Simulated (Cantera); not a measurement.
Input: 1 mol Cu2O, 5.1 mol H2, held at 0.100 bar.

Cantera equilibrium calculation (NASA polynomials, part measured and part estimated; ideal gas, pure solids and liquids). Candidate condensed phases: Cu, CuO, Cu(OH)2, Cu2O, H2O; 12 gas species. Rates play no part.

At 1402 °C, list the 4 most abundant gas species with their mole fractions, and the condensed phases.

H2 0.803, H2O 0.196, Cu 0.00114, H 0.000329. Condensed: Cu(l).
